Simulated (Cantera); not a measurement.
A perfectly stirred reactor is fed with CH4 : O2 : N2 = 1 : 1.33 : 8.93 (molar parts), equivalence ratio 1.5, at 16.0 bar; it is adiabatic with a 625 K inlet, and is followed from long to short residence time, starting on the burning branch (τ in s: 0.16, 0.062, 0.024, 0.0096, 0.0038, 0.0015, 0.00059, 0.00023, 9.1e-05).

Computed with Cantera and GRI-Mech 3.0 (53 species, 325 reactions). The pressure lies above the range GRI-Mech 3.0 was tuned for (to about 10 atm).

**Question.** Predict: blow-out, bracketed by the residence times tried; x(CH4) at τ = 0.160 s; x(O2) at τ = 0.160 s; x(H2O) at τ = 0.160 s; x(CH2) at τ = 0.160 s; x(NO) at τ = 0.160 s; x(CH4) at τ = 3.80 ms; x(O2) at τ = 3.80 ms; x(H2O) at τ = 3.80 ms; x(CH2) at τ = 3.80 ms; x(NO) at τ = 3.80 ms.

**Answer.** blow-out, bracketed by the residence times tried: burning at 1.50 ms, out at 0.590 ms
x(CH4) at τ = 0.160 s: 0.00593
x(O2) at τ = 0.160 s: 0.000272
x(H2O) at τ = 0.160 s: 0.118
x(CH2) at τ = 0.160 s: 1.98e-8
x(NO) at τ = 0.160 s: 8.85e-8
x(CH4) at τ = 3.80 ms: 0.0119
x(O2) at τ = 3.80 ms: 0.00580
x(H2O) at τ = 3.80 ms: 0.119
x(CH2) at τ = 3.80 ms: 2.13e-7
x(NO) at τ = 3.80 ms: 7.70e-8
